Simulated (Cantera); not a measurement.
A closed system holds: 1 mol Mg(OH)2, 2.6 mol H2O, 0.016 mol O2, equilibrated at 9100 Pa.

Cantera equilibrium calculation (NASA polynomials, part measured and part estimated; ideal gas, pure solids and liquids). Candidate condensed phases: H2O, Mg, MgO, Mg(OH)2; 15 gas species. Rates play no part.

At 1775 K, list the 6 most abundant gas species with their mole fractions, and the condensed phases.

H2O 0.992, O2 0.00507, H2 0.00196, OH 0.00134, H 4.25e-5, O 2.26e-5. Condensed: MgO(s).
